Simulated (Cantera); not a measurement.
**FeS₂ + O₂ + CO₂ + SO₂ (roasting and sulfation)**

Input: 1 mol FeS₂, 3.1 mol O₂, 4.4 mol CO₂, 1.9 mol SO₂, equilibrated at 368 Torr.

These are equilibrium values from Cantera (NASA tables, ideal gas, pure condensed phases), not measurements of a reactor. Candidate condensed phases: C, Fe, Fe(CO)₅, FeO, FeS, FeSO₄, FeS₂, Fe₂O₃, Fe₂(SO₄)₃, Fe₃O₄, S; 25 gas species. The numbers say what is thermodynamically allowed, not how fast it happens.

At 825 K the condensed part is FeSO₄(s) + Fe₂(SO₄)₃(s). At 875 K the condensed part is Fe₂O₃(s) + Fe₂(SO₄)₃(s). From 925 K to 1225 K the condensed part is Fe₂O₃(s).

| T (K) | x CO₂ | x SO₂ | x SO₃ | x O₂ | n FeSO₄(s) | n Fe₂(SO₄)₃(s) | n Fe₂O₃(s) |
|---|---|---|---|---|---|---|---|
| 825 | 0.609 | 0.384 | 0.00697 | 1.39e-6 | 0.850 | 0.0748 | 0 |
| 875 | 0.563 | 0.410 | 0.0270 | 9.38e-5 | 0 | 0.163 | 0.337 |
| 925 | 0.528 | 0.391 | 0.0769 | 0.00358 | 0 | 0 | 0.500 |
| 975 | 0.525 | 0.400 | 0.0653 | 0.00912 | 0 | 0 | 0.500 |
| 1025 | 0.521 | 0.412 | 0.0501 | 0.0164 | 0 | 0 | 0.500 |
| 1075 | 0.518 | 0.423 | 0.0360 | 0.0232 | 0 | 0 | 0.500 |
| 1125 | 0.515 | 0.431 | 0.0250 | 0.0284 | 0 | 0 | 0.500 |
| 1175 | 0.513 | 0.437 | 0.0174 | 0.0321 | 0 | 0 | 0.500 |
| 1225 | 0.512 | 0.441 | 0.0121 | 0.0346 | 0 | 0 | 0.500 |
x: gas mole fraction; n: condensed amount in mol.
